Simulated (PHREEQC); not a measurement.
Acid rinse or clean: speciation

A solution holds 0.034 mol/kgw HNO3, 0.0026 mol/kgw CaCl2, 0.013 mol/kgw MnSO4 and 0.0054 mol/kgw ZnSO4, at 20 °C. Closed to the air; pH follows from the charge balance.

Model: ion-association model, phreeqc.dat, run in PHREEQC.

| Item | Value |
|---|---|
| pH | 1.65 |
| ionic strength | 0.0858 mol/kgw |
| specific conductance | 11300 µS/cm |
| density | 1.002 g/cm³ |
| total alkalinity | -34.0 meq/kg |

```tsv
species	molality	activity	log γ
NO3-	0.0340	0.0261	-0.115
H+	0.0267	0.0223	-0.079
Mn+2	0.0108	0.00454	-0.376
SO4-2	0.00740	0.00292	-0.404
HSO4-	0.00718	0.00568	-0.102
Cl-	0.00509	0.00396	-0.108
Zn+2	0.00423	0.00168	-0.400
Ca+2	0.00210	0.000864	-0.386
MnSO4	0.00210	0.00214	0.009
ZnSO4	0.00109	0.00111	0.009
CaSO4	0.000423	0.000432	0.009
MnCl+	9.24e-5	7.34e-5	-0.100
CaHSO4+	7.46e-5	5.90e-5	-0.102
```

Precipitation was switched off in this run.
